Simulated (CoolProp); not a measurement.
Properties of n-nonane at several states (Tc = 321.4 °C, pc = 2282 kPa, ω = 0.443).

The numbers come from the reference Helmholtz-energy equation of state, Lemmon 2006 in CoolProp. It is a short technical equation, of lower accuracy than the large ones.

| T (°C) | p (kPa) | phase | density (kg/m³) | cv (kJ/(kg K)) | speed of sound (m/s) | fugacity coefficient |
|---|---|---|---|---|---|---|
| 99.15 | 61.4 | liquid | 654.2 | ___ | ___ | 0.3273 |
| 278.85 | 2140 | liquid | 464.2 | ___ | 323.7 | ___ |
| 235.65 | 1050 | liquid | 521.0 | 2.590 | ___ | 0.5046 |

Task: Complete the blanks.

Result: 
- 99.15, cv (kJ/(kg K)): 2.068
- 99.15, speed of sound (m/s): 931.4
- 278.85, cv (kJ/(kg K)): 2.746
- 278.85, fugacity coefficient: 0.4597
- 235.65, speed of sound (m/s): 463.9
